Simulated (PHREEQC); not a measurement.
Solution (25 °C): 0.28 mol HF, 0.12 mol K2HPO4 and 0.019 mol KCl per kg of water. Closed to the air; pH follows from the charge balance.

Computed with PHREEQC (ion-association model, phreeqc.dat).

Q: The ionic strength comes out as 0.261 mol/kgw. What activity coefficients do HPO4-2, KHPO4-, H2PO4-, Cl-, H+ get?

A: HPO4-2 0.27, KHPO4- 0.73, H2PO4- 0.73, Cl- 0.70, H+ 0.79.

Precipitation was switched off in this run.
